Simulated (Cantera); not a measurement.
A closed system holds: 1 mol CH3SiH3, a varied amount of C3H8, 7.6 mol H2, equilibrated at 1000 K and 0.133 bar.

Equilibrium computed with Cantera from the NASA thermochemical tables; the gas is ideal and each condensed phase is pure. Candidate condensed phases: C, C6H6, C7H8, C8H18, Si, SiC; 87 gas species. The feed counts by its element totals alone. Rates play no part.

Which condensed phases are stable at each of these points (n(C3H8) (mol)): 0.011, 0.017, 0.027, 0.041, 0.064, 0.099, 0.15, 0.24, 0.37, 0.58?


| n(C3H8) (mol) | condensed phases | Si condensed (%) |
|---|---|---|
| 0.011 | SiC(s) | 100.0 |
| 0.017 | SiC(s) | 100.0 |
| 0.027 | SiC(s) | 100.0 |
| 0.041 | SiC(s) | 100.0 |
| 0.064 | C(graphite) + SiC(s) | 100.0 |
| 0.099 | C(graphite) + SiC(s) | 100.0 |
| 0.15 | C(graphite) + SiC(s) | 100.0 |
| 0.24 | C(graphite) + SiC(s) | 100.0 |
| 0.37 | C(graphite) + SiC(s) | 100.0 |
| 0.58 | C(graphite) + SiC(s) | 100.0 |

From 0.011 mol C3H8 to 0.041 mol C3H8 the condensed part is SiC(s). From 0.064 mol C3H8 to 0.58 mol C3H8 the condensed part is C(graphite) + SiC(s).
